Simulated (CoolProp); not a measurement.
Model: reference Helmholtz-energy equation of state, Colonna 2008, in CoolProp. It is a short technical equation, of lower accuracy than the large ones.

For dodecamethylcyclohexasiloxane (D6), give the phase and the density (kg/m³), cp (kJ/(kg K)), cv (kJ/(kg K)), Joule-Thomson coefficient (K/MPa) at 473 K and 3.7 MPa.


- 473 K and 3.7 MPa: liquid; density 790, cp 1.91, cv 1.75, Joule-Thomson coefficient -0.217
